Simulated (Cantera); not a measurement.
**Ignition delay**

Mixture: CO : H2 : CH4 : O2 : N2 : H2O = 1 : 0.062 : 0.28 : 0.779 : 2.93 : 0.012 (molar parts), at 3.90 bar, adiabatic and at constant volume. Ignition delay is the time to a rise of 400 K.

Computed with Cantera and GRI-Mech 3.0 (53 species, 325 reactions).

```tsv
T0 (K)	delay (ms)
1223	1.80
1298	0.889
1373	0.448
1448	0.234
1523	0.129
1598	0.0751
1673	0.0461
1748	0.0295
```

```
Quantity                                                 Value
--------------------------------------------------  ----------
apparent activation energy between 1598 and 1748 K  140 kJ/mol
```
